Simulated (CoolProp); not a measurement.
Dimethyl carbonate along the isotherm 141.75 °C: density (kg/m³) from the reference equation and from simpler models built on Tc = 283.9 °C, pc = 4.909 MPa, ω = 0.346; each cubic takes its own stable root.

Values from CoolProp's reference Helmholtz-energy equation of state, Zhou 2011.

```json
[
 {"p (MPa)": "0.245", "phase": "gas", "reference": "6.706"},
 {"p (MPa)": "0.491", "phase": "liquid", "reference": "896.4"},
 {"p (MPa)": "0.736", "phase": "liquid", "reference": "897.0"},
 {"p (MPa)": "0.982", "phase": "liquid", "reference": "897.6"},
 {"p (MPa)": "1.23", "phase": "liquid", "reference": "898.2"},
 {"p (MPa)": "1.47", "phase": "liquid", "reference": "898.8"},
 {"p (MPa)": "1.72", "phase": "liquid", "reference": "899.4"},
 {"p (MPa)": "1.96", "phase": "liquid", "reference": "899.9"},
 {"p (MPa)": "2.21", "phase": "liquid", "reference": "900.5"},
 {"p (MPa)": "2.45", "phase": "liquid", "reference": "901.0"}
]
```

Task: How far does each simpler model (van der Waals, Redlich-Kwong, Soave-Redlich-Kwong, Peng-Robinson) lie from the reference over these 10 states: mean and median of the absolute difference, and the worst?

Result: 
- van der Waals: mean 59.7 %, median 41.7 %, worst -98.5 % at 141.75 °C and 0.491 MPa
- Redlich-Kwong: mean 22.7 %, median 16.0 %, worst -98.4 % at 141.75 °C and 0.491 MPa
- Soave-Redlich-Kwong: mean 9.9 %, median 10.9 %, worst -11.1 % at 141.75 °C and 0.491 MPa
- Peng-Robinson: mean 0.8 %, median 0.8 %, worst +1.0 % at 141.75 °C and 2.45 MPa

At some of these states van der Waals, Redlich-Kwong gives the other phase, because its saturation line lies elsewhere.
